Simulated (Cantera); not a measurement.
Feed: 1 mol BF₃, 2.7 mol O₂, 0.22 mol N₂, 4.4 mol H₂, held at 1650 K and 39.0 Pa.

Equilibrium computed with Cantera from the NASA thermochemical tables; the gas is ideal and each condensed phase is pure. Candidate condensed phases: B, BN, B₂O₃, B₃O₃H₃, H₂O; 62 gas species. Gases not in the tables: H₃BO₃. The numbers say what is thermodynamically allowed, not how fast it happens.

Problem. What is the equilibrium state?

Solution. 
| Quantity | Value |
|---|---|
| x(H₂O) | 0.429 |
| x(HF) | 0.326 |
| x(BOF) | 0.0943 |
| x(O₂) | 0.0695 |
| x(HBO₂) | 0.0451 |
| x(N₂) | 0.0307 |
| x(OH) | 0.00287 |
| x(H₂) | 0.000967 |
| x(BO₂) | 0.000368 |
| gas amount | 7.131 mol |
| log10 activity of B(s) (absent) | -12.29 |
| log10 activity of B₃O₃H₃(s) (absent) | -31.60 |
